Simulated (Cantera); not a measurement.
A closed system holds: 1 mol CHF3, 0.029 mol HCl, 0.1 mol H2, equilibrated at 1977 °C.

Equilibrium computed with Cantera from the NASA thermochemical tables; the gas is ideal and each condensed phase is pure. Candidate condensed phases: C, C6H6, C7H8, C8H18; 118 gas species. Gases not in the tables: C2F6 and larger saturated fluorocarbons. Equilibrium is a limit: real reactors are often held back by kinetics, nucleation or transport.

Question: What share of the C ends up in condensed phases as a function of P (Pa), at 1, 10, 100, 1000, 10000, 100000?

Answer: 
```
P (Pa)  C condensed (%)           as
------  ---------------  -----------
1                  96.1  C(graphite)
10                 90.8  C(graphite)
100                64.5  C(graphite)
1000               43.4  C(graphite)
10000              48.3  C(graphite)
100000             52.8  C(graphite)
```
